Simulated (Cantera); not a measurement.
Cantera run:

```python
import numpy as np
import cantera as ct

gas_names = """
    F FO FO2 F2 F2O H HF HNO HNO2 HNO3 HOF HO2 H2 H2F2 H2O H2O2 H3F3 H4F4 H5F5 H6F6 H7F7 N NF NF2 NF3 NH
    NH2 NH3 NH2OH NO NO2 NO3 N2 N2H2 N2H4 N2O O OH O2 O3
""".split()
cond_names = """
    H2O(s) H2O(L)
""".split()


# ... load() reads the species with a 1 bar reference pressure and builds the phases ...
atoms = {
    'NF3': {'N': 1, 'F': 3},
    'H2O': {'H': 2, 'O': 1},
    'N2': {'N': 2},
}
top_T = {}  # K; cautious upper limits of use, not melting points


# ... equilibrate(T, P, feed) seeds the gas with the atoms and calls Mixture.equilibrate('TP', solver="vcs", rtol=1e-11, max_steps=5000) ...
results = []
feed = {'NF3': 1, 'H2O': 0.18, 'N2': 5.4}  # mol
T = 2273.15  # K
P = 9900  # Pa
mix = equilibrate(T, P, feed)
results.append((T, P, feed, dict(zip(mix.species_names, mix.species_moles))))
print(gas.report(threshold=0.001))
for i in range(1, mix.n_phases):
    print(f"{mix.phase(i).name:16s} {mix.phase_moles(i):12.5e} mol")
```

It prints:

```
       temperature   2273.2 K
          pressure   9900 Pa
           density   0.013132 kg/m^3
  mean mol. weight   25.071 kg/kmol
   phase of matter   gas

                          1 kg             1 kmol
                     ---------------   ---------------
          enthalpy        2.8623e+06         7.176e+07  J
   internal energy        2.1084e+06         5.286e+07  J
           entropy             10620        2.6624e+05  J/K
    Gibbs function       -2.1278e+07       -5.3345e+08  J
 heat capacity c_p            1268.5             31804  J/K
 heat capacity c_v            936.91             23489  J/K

                      mass frac. Y      mole frac. X     chem. pot. / RT
                     ---------------   ---------------   ---------------
                 F           0.22238           0.29346           -21.485
                HF          0.031936           0.04002           -45.024
                NO         0.0031715         0.0026499           -33.238
                N2           0.73141           0.65457           -30.117
                 O        0.00077276         0.0012109            -18.18
                O2          0.010302          0.008072           -36.359
     [  +34 minor]        2.5393e-05        1.7396e-05
```

Equilibrium computed with Cantera from the NASA thermochemical tables; the gas is ideal and each condensed phase is pure.
